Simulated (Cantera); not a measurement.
A perfectly stirred reactor is fed with 41.7 % NO, 58.3 % N₂, at 15.0 Torr; it is held at 1750 K, and followed from long to short residence time.

Cantera simulation using GRI-Mech 3.0 (53 species, 325 reactions); the numbers are that mechanism's predictions, not measurements. Radical loss at walls, strong at low pressure, is not modelled.

x: mole fraction; the columns are a selection and need not sum to one.

```tsv
τ (s)	x NO	x N₂	x O	x NO₂	x N₂O	x O₂
22	0.388	0.598	8.13e-5	3.95e-5	5.13e-5	0.0144
6.2	0.409	0.587	5.84e-5	2.55e-5	5.84e-5	0.00397
1.7	0.414	0.584	4.85e-5	1.93e-5	5.80e-5	0.00103
0.49	0.416	0.584	[?]	[?]	[?]	[?]
0.14	0.416	0.583	3.15e-5	1.21e-5	3.38e-5	4.54e-5
0.038	0.417	0.583	[?]	[?]	[?]	[?]
0.011	0.417	0.583	5.05e-6	8.87e-7	5.15e-6	2.07e-7
0.0030	0.417	0.583	1.46e-6	8.90e-8	1.49e-6	1.42e-8
0.00085	0.417	0.583	4.26e-7	7.85e-9	4.28e-7	1.15e-9
0.00024	0.417	0.583	1.21e-7	6.44e-10	1.21e-7	9.25e-11
```

Task: Fill in the missing entries.

Result: 
- 0.49, x O: 4.20e-5
- 0.49, x NO₂: 1.63e-5
- 0.49, x N₂O: 5.05e-5
- 0.49, x O₂: 0.000253
- 0.038, x O: 1.51e-5
- 0.038, x NO₂: 4.96e-6
- 0.038, x N₂O: 1.49e-5
- 0.038, x O₂: 3.52e-6
